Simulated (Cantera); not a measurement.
A perfectly stirred reactor is fed with 39.8 % H2, 11.7 % O2, 44.2 % N2, 4.38 % H2O, equivalence ratio 1.7, at 5.40 bar; it is adiabatic with a 748 K inlet, and is followed from long to short residence time, starting on the burning branch (τ in s: 0.051, 0.021, 0.0084, 0.0034, 0.0014, 0.00056, 0.00023, 9.2e-05, 3.7e-05, 1.5e-05, 6.1e-06).

Model: the H2/O2 subset of GRI-Mech 3.0, which has no nitrogen chemistry, integrated in Cantera. The hydrogen kinetics of GRI-Mech 3.0 are dated; newer H2 mechanisms differ, most at raised pressure.

Problem. Predict: blow-out, bracketed by the residence times tried; x(H2) at τ = 51.0 ms; x(O2) at τ = 51.0 ms; x(H2O) at τ = 51.0 ms; x(HO2) at τ = 51.0 ms; x(H2O2) at τ = 51.0 ms; x(H2) at τ = 0.560 ms; x(O2) at τ = 0.560 ms; x(H2O) at τ = 0.560 ms; x(HO2) at τ = 0.560 ms; x(H2O2) at τ = 0.560 ms.

Solution. 
```json
{
 "blow_out_bracketed_by_the_residence_times_tried": "burning at 6.10 µs, the shortest tried",
 "x(H2) at τ = 51.0 ms": "0.184",
 "x(O2) at τ = 51.0 ms": "1.58e-5",
 "x(H2O) at τ = 51.0 ms": "0.313",
 "x(HO2) at τ = 51.0 ms": "2.10e-8",
 "x(H2O2) at τ = 51.0 ms": "1.45e-8",
 "x(H2) at τ = 0.560 ms": "0.182",
 "x(O2) at τ = 0.560 ms": "0.000298",
 "x(H2O) at τ = 0.560 ms": "0.309",
 "x(HO2) at τ = 0.560 ms": "4.84e-7",
 "x(H2O2) at τ = 0.560 ms": "1.18e-7"
}
```
